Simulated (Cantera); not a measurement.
# Stirred combustor or abatement burner

A perfectly stirred reactor is fed with CH4 : O2 : N2 = 1 : 1.67 : 8.5 (molar parts), equivalence ratio 1.2, at 0.710 bar; it is adiabatic with a 775 K inlet, and is followed from long to short residence time, starting on the burning branch (τ in s: 0.024, 0.014, 0.0081, 0.0046, 0.0027, 0.0015, 0.00088, 0.00051, 0.00029, 0.00017, 9.6e-05).

Cantera simulation using GRI-Mech 3.0 (53 species, 325 reactions); the numbers are that mechanism's predictions, not measurements.

| τ (s) | T (K) | x CH4 | x O2 | x N2O | x C2H6 | x HCO | x O |
|---|---|---|---|---|---|---|---|
| 0.024 | 2157 | 1.62e-5 | 0.00104 | 3.09e-8 | 1.10e-10 | 1.94e-7 | 0.000311 |
| 0.014 | 2143 | 2.22e-5 | 0.00142 | 3.33e-8 | 1.90e-10 | 3.11e-7 | 0.000429 |
| 0.0081 | 2127 | 3.12e-5 | 0.00191 | 3.50e-8 | 3.38e-10 | 5.03e-7 | 0.000585 |
| 0.0046 | 2106 | 4.56e-5 | 0.00255 | 3.61e-8 | 6.42e-10 | 8.31e-7 | 0.000787 |
| 0.0027 | 2085 | 6.69e-5 | 0.00327 | 3.66e-8 | 1.24e-9 | 1.34e-6 | 0.00101 |
| 0.0015 | 2059 | 0.000106 | 0.00423 | 3.69e-8 | 2.79e-9 | 2.28e-6 | 0.00128 |
| 0.00088 | 2034 | 0.000165 | 0.00528 | 3.71e-8 | 6.37e-9 | 3.74e-6 | 0.00151 |
| 0.00051 | 2008 | 0.000272 | 0.00665 | 3.75e-8 | 1.65e-8 | 6.27e-6 | 0.00171 |
| 0.00029 | 1978 | 0.000482 | 0.00869 | 3.80e-8 | 5.24e-8 | 1.09e-5 | 0.00182 |
| 0.00017 | 1942 | 0.000913 | 0.0120 | 3.80e-8 | 2.06e-7 | 1.89e-5 | 0.00175 |
| 9.6e-5 | 775 | 0.0895 | 0.150 | <1e-12 | <1e-12 | <1e-12 | <1e-12 |
x: mole fraction; the columns are a selection and need not sum to one.
